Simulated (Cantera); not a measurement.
**Low-pressure radical oxidation in H2/O2**

A perfectly stirred reactor is fed with H2 : O2 = 0.25 : 1 (molar parts), at 0.0263 atm; it is held at 1375 K, and followed from long to short residence time.

Cantera simulation using GRI-Mech 3.0 (53 species, 325 reactions); the numbers are that mechanism's predictions, not measurements. Radical loss at walls, strong at low pressure, is not modelled. The temperature is held fixed by assumption; the heat of reaction is taken as removed at once.

```tsv
τ (s)	x H2	x O2	x HO2	x OH	x O	x H	x H2O2
11	7.24e-5	0.777	9.92e-7	0.00130	0.000395	1.78e-5	6.91e-8
2.3	0.000204	0.776	2.29e-6	0.00220	0.00114	8.68e-5	1.24e-7
0.46	0.000583	0.773	4.76e-6	0.00377	0.00333	0.000436	2.11e-7
0.092	0.00162	0.766	8.21e-6	0.00634	0.00949	0.00211	3.31e-7
0.019	0.00413	0.749	1.12e-5	0.0101	0.0247	0.00900	4.51e-7
0.0038	0.00906	0.716	1.21e-5	0.0145	0.0527	0.0289	5.01e-7
0.00076	0.0175	0.692	1.15e-5	0.0176	0.0708	0.0504	5.15e-7
0.00015	0.0445	0.704	1.05e-5	0.0203	0.0583	0.0546	5.88e-7
```
x: mole fraction; the columns are a selection and need not sum to one.
